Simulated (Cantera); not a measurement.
An isothermal, constant-pressure homogeneous reactor starts with N2O : H2 : N2 = 1 : 0.0025 : 0.69 (molar parts), at 1150 K and 0.490 bar. Integrator tolerance rtol = 1e-08.

Model: GRI-Mech 3.0 (53 species, 325 reactions), integrated in Cantera. GRI-Mech 3.0 was tuned for natural gas; its chemistry of N2O as a main component is partial and can be far from experiment. The mechanism lacks the step 2 NO + O2 → 2 NO2, which can matter for NO2 below about 1400 K. The temperature is held fixed by assumption; the heat of reaction is taken as removed at once.

```
quantity                                            before                                     after
----------------  ----------------------------------------  ----------------------------------------
x(N2O) at 2.00 s     0.449 (gas-phase equilibrium 6.82e-9)    0.0321 (gas-phase equilibrium 1.86e-8)
x(H2) at 2.00 s   1.09e-9 (gas-phase equilibrium 1.48e-11)  3.67e-9 (gas-phase equilibrium 2.88e-10)
x(OH) at 2.00 s    2.28e-6 (gas-phase equilibrium 1.92e-7)   5.58e-6 (gas-phase equilibrium 1.34e-6)
x(O2) at 2.00 s       0.0498 (gas-phase equilibrium 0.228)       0.189 (gas-phase equilibrium 0.227)
x(NO2) at 2.00 s  0.000117 (gas-phase equilibrium 2.14e-6)  0.000262 (gas-phase equilibrium 3.21e-6)
```

### Question
What was changed between the two runs?
A) N2 0.69 to 0.072 parts
B) temperature 1150 to 1298 K
C) H2 0.0025 to 0.015 parts
D) pressure from 0.490 bar to 0.330 bar

### Answer
B, temperature 1150 to 1298 K
